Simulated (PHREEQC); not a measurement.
Solution (20 °C): 0.047 mol/kgw H3PO4. Closed to the air; pH follows from the charge balance.

Computed with PHREEQC (ion-association model, wateq4f.dat).

This is a speciation only: nothing precipitates in the calculation.

### Question
Estimate the pH.

### Answer
pH 1.83.

### Question
In which forms is P present?

### Answer
H3PO4 65 %, H2PO4- 35 % of the P.

Species that the database lacks are ignored. H3PO4, which wateq4f.dat lacks, is added to it with the constant of phreeqc.dat.
